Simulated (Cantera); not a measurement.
Input: 1 mol BN, 0.18 mol H2, at 1325 °C and 2.00e-5 bar.

Equilibrium computed with Cantera from the NASA thermochemical tables; the gas is ideal and each condensed phase is pure. Candidate condensed phases: B, BN; 15 gas species. Mutual solubility and eutectic melting of coexisting phases are not modelled. The tables' values for BH2 are old estimates; treat these amounts as uncertain. Rates play no part.

Base state: H2 0.985, H 0.0118, N2 0.00317, BH2 2.52e-5 (mole fractions); condensed: B(s) + BN(s).

Problem. What changes in the equilibrium state with this change: temperature from 1325 °C to 2352 °C?

Solution. 
| species | before | after |
|---|---|---|
| B | 1.50e-6 | 0.538 |
| N2 | 0.00317 | 0.269 |
| H | 0.0118 | 0.193 |
| H2 | 0.985 | 0.000413 |
| BN | 1.54e-9 | 0.000391 |
| N | <1e-9 | 0.000102 |
| BH2 | 2.52e-5 | 8.78e-8 |
| BH | 9.64e-8 | 1.94e-5 |
| B(s), mol | 0.00115 | 0 |
| BN(s), mol | 0.999 | 0 |

Problem. What changes in the equilibrium state with this change: temperature from 1325 °C to 2675 °C?

Solution. 
| species | before | after |
|---|---|---|
| B | 1.50e-6 | 0.537 |
| N2 | 0.00317 | 0.268 |
| H | 0.0118 | 0.193 |
| H2 | 0.985 | 4.15e-5 |
| N | <1e-9 | 0.00115 |
| BN | 1.54e-9 | 0.000251 |
| B(s), mol | 0.00115 | 0 |
| BN(s), mol | 0.999 | 0 |
